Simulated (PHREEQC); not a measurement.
Dissolve 0.75 mol LiBr, 0.24 mol SrCl2 and 0.07 mol LiCl per kg of water at 20 °C. Closed to the air; pH follows from the charge balance.

All values are PHREEQC results (Pitzer model, pitzer.dat), not measurements.

No solid was allowed to form.

Q: Predict the activity of water, osmotic coefficient.

A: activity of water 0.957; osmotic coefficient 1.032.
